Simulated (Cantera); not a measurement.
## Iron carbonyl, mercury and lead vapours: PbO + O2 + H2

A closed system holds: 1 mol PbO, 0.029 mol O2, a varied amount of H2, equilibrated at 1525 K and 0.870 bar.

These are equilibrium values from Cantera (NASA tables, ideal gas, pure condensed phases), not measurements of a reactor. Candidate condensed phases: H2O, Pb, PbO, PbO2, Pb3O4; 12 gas species. Equilibrium is a limit: real reactors are often held back by kinetics, nucleation or transport.

```json
[
 {"n(H2) (mol)": "11", "x H2": "0.871", "x H2O": "0.0927", "x Pb": "0.0358", "x H": "2.37e-5", "x Pb2": "1.75e-5", "x PbO": "1.71e-6", "x OH": "7.82e-8", "n Pb(l)": "0.591"},
 {"n(H2) (mol)": "25", "x H2": "0.923", "x H2O": "0.0408", "x Pb": "0.0358", "x H": "2.44e-5", "x Pb2": "1.75e-5", "x PbO": "7.11e-7", "x OH": "3.34e-8", "n Pb(l)": "0.0714"},
 {"n(H2) (mol)": "40", "x H2": "0.950", "x H2O": "0.0258", "x Pb": "0.0244", "x H": "2.47e-5", "x Pb2": "8.14e-6", "x PbO": "2.98e-7", "x OH": "2.08e-8", "n Pb(l)": "0"},
 {"n(H2) (mol)": "54", "x H2": "0.963", "x H2O": "0.0192", "x Pb": "0.0182", "x H": "2.49e-5", "x Pb2": "4.52e-6", "x PbO": "1.63e-7", "x OH": "1.54e-8", "n Pb(l)": "0"},
 {"n(H2) (mol)": "68", "x H2": "0.970", "x H2O": "0.0153", "x Pb": "0.0145", "x H": "2.50e-5", "x Pb2": "2.87e-6", "x PbO": "1.03e-7", "x OH": "1.22e-8", "n Pb(l)": "0"},
 {"n(H2) (mol)": "82", "x H2": "0.975", "x H2O": "0.0127", "x Pb": "0.0120", "x H": "2.50e-5", "x Pb2": "1.99e-6", "x PbO": "7.08e-8", "x OH": "1.02e-8", "n Pb(l)": "0"},
 {"n(H2) (mol)": "97", "x H2": "0.979", "x H2O": "0.0108", "x Pb": "0.0102", "x H": "2.51e-5", "x Pb2": "1.43e-6", "x PbO": "5.06e-8", "x OH": "8.59e-9", "n Pb(l)": "0"}
]
```
x: gas mole fraction; n: condensed amount in mol.

From 11 mol H2 to 25 mol H2 the condensed part is Pb(l). From 40 mol H2 to 97 mol H2 nothing is condensed. The main Pb-bearing gas is Pb throughout.
